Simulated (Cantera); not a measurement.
Feed: 1 mol Fe₃O₄, 6.2 mol CO, 1.4 mol N₂, 0.71 mol CH₄, at 1323.15 K and 0.133 bar.

Method: chemical equilibrium by Gibbs-energy minimisation in Cantera with the NASA 1993 tables (ideal gas, pure condensed phases). Candidate condensed phases: C, C₆H₆, C₇H₈, C₈H₁₈, Fe, Fe(CO)₅, FeO, Fe(OH)₂, Fe(OH)₃, Fe₂O₃, Fe₃O₄, H₂O; 140 gas species. Mutual solubility and eutectic melting of coexisting phases are not modelled. The tables' stoichiometric FeO is somewhat more stable than real wüstite, so its field is too wide. FeO: taken at fixed stoichiometry. Rates play no part.

Base state: CO 0.600, N₂ 0.144, CO₂ 0.110, H₂ 0.109, H₂O 0.0370 (mole fractions); condensed: Fe(γ) + FeO(s).

Question: What changes in the equilibrium state with this change: CH₄ from 0.71 to 5 mol?

Answer: 
| species | before | after |
|---|---|---|
| CO | 0.600 | 0.472 |
| H₂ | 0.109 | 0.463 |
| N₂ | 0.144 | 0.0648 |
| CO₂ | 0.110 | 0.000117 |
| H₂O | 0.0370 | 0.000213 |
| CH₄ | 1.86e-8 | 0.000194 |
| HCN | 5.55e-8 | 4.44e-5 |
| Fe(γ), mol | 1.14 | 3.00 |
| FeO(s), mol | 1.86 | 0 |
| C(graphite), mol | 0 | 1.00 |
Condensed phases not in the tables: cementite and carbon dissolved in iron.

Question: What changes in the equilibrium state with this change: temperature from 1323.15 K to 2550 K?

Answer: 
```json
[
 {"species": "CO", "before": "0.600", "after": "0.504"},
 {"species": "Fe", "before": "1.57e-8", "after": "0.136"},
 {"species": "N₂", "before": "0.144", "after": "0.121"},
 {"species": "H₂", "before": "0.109", "after": "0.0509"},
 {"species": "H", "before": "1.44e-6", "after": "0.0193"},
 {"species": "H₂O", "before": "0.0370", "after": "0.0596"},
 {"species": "CO₂", "before": "0.110", "after": "0.0932"},
 {"species": "FeO", "before": "<1e-9", "after": "0.00883"},
 {"species": "O", "before": "<1e-9", "after": "0.00122"},
 {"species": "OH", "before": "7.05e-9", "after": "0.00495"},
 {"species": "Fe(γ), mol", "before": "1.14", "after": "0"},
 {"species": "FeO(s), mol", "before": "1.86", "after": "0"},
 {"species": "FeO(l), mol", "before": "0", "after": "1.33"}
]
```
